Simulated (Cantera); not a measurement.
Feed: 1 mol TEOS, 0.1 mol O₂, 2.6 mol N₂, held at 623.15 K and 1.00 Torr.

Cantera equilibrium calculation (NASA polynomials, part measured and part estimated; ideal gas, pure solids and liquids). Candidate condensed phases: C, C₆H₆, C₇H₈, C₈H₁₈, H₂O, Si, SiC, SiO₂, Si₂N₂O, Si₃N₄; 151 gas species. The feed counts by its element totals alone. Equilibrium is a limit: real reactors are often held back by kinetics, nucleation or transport.

Base state: H₂ 0.637, N₂ 0.202, H₂O 0.0838, CO₂ 0.0368, CH₄ 0.0275, CO 0.0132 (mole fractions); condensed: C(graphite) + SiO₂(α-quartz).

Task: What changes in the equilibrium state with this change: temperature from 623.15 K to 1098 K?

Result: 
```csv
species,before,after
H₂,0.637,0.676
N₂,0.202,0.176
CO,0.0132,0.149
H₂O,0.0838,1.23e-5
CO₂,0.0368,2.69e-6
CH₄,0.0275,2.22e-5
"C(graphite), mol",7.00,5.80
"SiO₂(α-quartz), mol",1.00,0
"SiO₂(β-quartz), mol",0,1.00
```
